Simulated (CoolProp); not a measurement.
A Linde-Hampson liquefier for oxygen: isothermal reversible compression at 280 K from 1 atm to 40 MPa, throttling to 1 atm, return gas leaving the recuperator 2 K below the feed. Each further row changes one setting.

Model: reference Helmholtz-energy equation of state, Schmidt 1985, in CoolProp.

```tsv
case	liquid yield per pass	compression work (kJ/kg of gas)
as stated	?	423
high pressure 80 MPa	?	?
warm-end temperature 310 K	?	?
warm-end gap 7 K	?	423
```

Problem. Fill in the missing entries.

Solution. 
- as stated, liquid yield per pass: 0.181
- high pressure 80 MPa, liquid yield per pass: 0.179
- high pressure 80 MPa, compression work (kJ/kg of gas): 485
- warm-end temperature 310 K, liquid yield per pass: 0.139
- warm-end temperature 310 K, compression work (kJ/kg of gas): 476
- warm-end gap 7 K, liquid yield per pass: 0.171

Above 300 K oxygen's equation is extrapolated.
